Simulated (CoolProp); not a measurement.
Properties of carbon dioxide along the isotherm 323.2 K (Tc = 304.1 K, pc = 73.77 bar, ω = 0.224).

The numbers come from the reference Helmholtz-energy equation of state, Span 1996 in CoolProp.

```tsv
p (bar)	phase	cv (kJ/(kg K))	speed of sound (m/s)	isothermal compressibility (1/MPa)
0.117	gas	0.6807	279.2	85.51
0.265	gas	0.6809	279.2	37.77
0.604	gas	0.6815	278.9	16.59
1.37	gas	0.6828	278.5	7.338
3.13	gas	0.6859	277.4	3.234
7.12	gas	0.6931	275.0	1.445
16.2	gas	0.7103	269.4	0.6612
36.9	gas	0.7560	255.9	0.3262
```
